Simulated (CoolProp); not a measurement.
R365MFC along the isotherm 226.85 °C: density (kg/m³) from the reference equation and from simpler models built on Tc = 186.9 °C, pc = 3266 kPa, ω = 0.377; each cubic takes its own stable root.

The numbers come from the reference Helmholtz-energy equation of state, Lemmon 2016 in CoolProp.

```json
[
 {"p (kPa)": "680", "phase": "gas", "reference": "25.75"},
 {"p (kPa)": "1360", "phase": "gas", "reference": "55.12"},
 {"p (kPa)": "2040", "phase": "gas", "reference": "89.26"},
 {"p (kPa)": "2720", "phase": "gas", "reference": "129.8"},
 {"p (kPa)": "3400", "phase": "supercritical", "reference": "179.1"},
 {"p (kPa)": "4080", "phase": "supercritical", "reference": "240.9"},
 {"p (kPa)": "4760", "phase": "supercritical", "reference": "321.7"},
 {"p (kPa)": "5440", "phase": "supercritical", "reference": "428.6"},
 {"p (kPa)": "6120", "phase": "supercritical", "reference": "534.7"},
 {"p (kPa)": "6800", "phase": "supercritical", "reference": "605.1"},
 {"p (kPa)": "7490", "phase": "supercritical", "reference": "652.2"},
 {"p (kPa)": "8170", "phase": "supercritical", "reference": "686.2"}
]
```

Question: How far does each simpler model (ideal gas, van der Waals, Soave-Redlich-Kwong) lie from the reference over these 12 states: mean and median of the absolute difference, and the worst?

Answer: 
- ideal gas: mean 39.3 %, median 43.5 %, worst -60.0 % at 226.85 °C and 6800 kPa
- van der Waals: mean 8.9 %, median 7.2 %, worst +23.3 % at 226.85 °C and 4760 kPa
- Soave-Redlich-Kwong: mean 6.2 %, median 2.5 %, worst -14.0 % at 226.85 °C and 6800 kPa
